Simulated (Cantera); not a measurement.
A freely propagating, adiabatic, planar premixed flame of H₂ : O₂ : N₂ = 1 : 0.417 : 1.57 (molar parts), equivalence ratio 1.2, unburnt at 500 K and 113 Torr; unity-Lewis-number transport, grid criteria slope 0.08 and curve 0.16, no radiation.

Computed with Cantera and the H2/O2 subset of GRI-Mech 3.0, which has no nitrogen chemistry. Unity Lewis numbers drop preferential diffusion, which matters most where H2 and H carry the flame. Burning velocities carry a grid error of a few per cent, more on coarse grids.

x: mole fraction of selected species; z is measured from the peak of heat release.

```csv
z (mm),T (K),u (m/s),x H₂,x O₂,x H₂O,x O,x H,x H₂O₂
-11.7,500,2.98,0.335,0.140,<1e-8,<1e-8,<1e-8,<1e-8
-7.81,500,2.98,0.335,0.140,1.34e-8,<1e-8,<1e-8,<1e-8
-5.86,500,2.98,0.335,0.140,2.64e-7,<1e-8,<1e-8,<1e-8
-3.91,500,2.98,0.335,0.140,9.22e-6,<1e-8,<1e-8,<1e-8
-1.95,512,3.05,0.333,0.139,0.00150,4.03e-6,2.74e-5,9.79e-7
-0.977,673,3.97,0.310,0.128,0.0256,0.000206,0.00437,1.49e-6
0,1112,6.39,0.166,0.0674,0.146,0.00566,0.0675,5.51e-7
0.977,1382,7.81,0.0710,0.0248,0.226,0.0116,0.105,7.29e-7
1.95,(withheld),8.43,0.0677,(withheld),0.236,0.0119,(withheld),(withheld)
3.91,1648,9.12,0.0713,0.0170,0.244,0.0109,0.0788,3.59e-7
7.81,(withheld),9.88,0.0739,(withheld),0.253,(withheld),(withheld),(withheld)
15.6,1968,10.6,0.0747,0.0108,0.265,0.00704,0.0463,9.44e-8
31.3,2120,11.3,0.0737,0.00774,0.277,0.00483,0.0329,5.40e-8
```

Task: What belongs in the gaps?

Result: 
- 1.95, T (K): 1506
- 1.95, x O₂: 0.0197
- 1.95, x H: 0.0950
- 1.95, x H₂O₂: 5.87e-7
- 7.81, T (K): 1807
- 7.81, x O₂: 0.0140
- 7.81, x O: 0.00920
- 7.81, x H: 0.0619
- 7.81, x H₂O₂: 1.84e-7
